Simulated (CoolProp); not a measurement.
Vapour-liquid equilibrium of o-xylene (1) + n-undecane (2) at 28.15 °C; x and y are mole fractions of (1).

The numbers come from the multi-fluid Helmholtz-energy mixture model, Zhou 2012 and Aleksandrov 2011; pair parameters Bell 2016 in CoolProp.

```
x     bubble pressure (kPa)  y at the bubble point  dew pressure at overall composition x (kPa)  liquid density (mol/L)
----  ---------------------  ---------------------  -------------------------------------------  ----------------------
0.05                 0.1223                  0.432                                      0.07674                   4.808
0.2                  0.2756                  0.788                                      0.08989                   5.170
0.35                 0.4312                  0.890                                          ___                   5.581
0.5                  0.5838                  0.938                                       0.1368                   6.050
0.65                 0.7326                  0.965                                       0.1853                   6.589
0.8                     ___                  0.983                                          ___                     ___
0.95                  1.026                  0.996                                       0.6437                   7.951
```

**Question.** Some entries are withheld; supply them.

**Answer.** 
- 0.35, dew pressure at overall composition x (kPa): 0.1085
- 0.8, bubble pressure (kPa): 0.8790
- 0.8, dew pressure at overall composition x (kPa): 0.2875
- 0.8, liquid density (mol/L): 7.215

No azeotrope shows between x = 0.05 and 0.95.

Pair parameters are fitted to limited data, so mixtures are less certain than the pure fluids. The gap from Raoult's law changes sign with composition, which may be real or a fault of the pair parameters; it wasn't checked against measurements.
